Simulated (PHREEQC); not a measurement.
**Alkaline etch or developer**

A solution holds 0.055 mol/kgw LiOH and 1.6e-05 mol/kgw CO2, at 27 °C. Closed to the air; pH follows from the charge balance.

Model: Pitzer model, pitzer.dat, run in PHREEQC.

Precipitation was switched off in this run.

Q: What pH, density, osmotic coefficient does the model give?

A: pH 12.57; density 0.998 g/cm³; osmotic coefficient 0.934.
